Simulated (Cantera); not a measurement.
Input: 1 mol Fe3O4, 0.017 mol HCl, held at 1125 °C and 1.80 bar.

Method: chemical equilibrium by Gibbs-energy minimisation in Cantera with the NASA 1993 tables (ideal gas, pure condensed phases). Candidate condensed phases: Fe, FeCl2, FeCl3, FeO, Fe(OH)2, Fe(OH)3, Fe2O3, Fe3O4, H2O; 22 gas species. Mutual solubility and eutectic melting of coexisting phases are not modelled. Rates play no part.

Base state: HCl 0.727, H2O 0.147, FeCl2 0.0825, FeCl3 0.0388, Cl2 0.00296, Cl 0.00114, Fe2Cl4 0.00109, O2 0.000192 (mole fractions); condensed: Fe2O3(s) + Fe3O4(s).

**Question.** What changes in the equilibrium state with this change: Fe3O4 replaced by MgO?

**Answer.** 
```csv
species,before,after
HCl,0.727,0.909
MgCl2,0,0.0453
H2O,0.147,0.0453
FeCl2,0.0825,0
FeCl3,0.0388,0
Fe2Cl4,0.00109,0
Fe2Cl6,5.58e-5,0
O2,0.000192,6.45e-9
"Fe2O3(s), mol",0.000892,0
"Fe3O4(s), mol",0.999,0
"MgO(s), mol",0,0.999
```
Further candidate phases: Mg, MgCl2, MgO, Mg(OH)2.
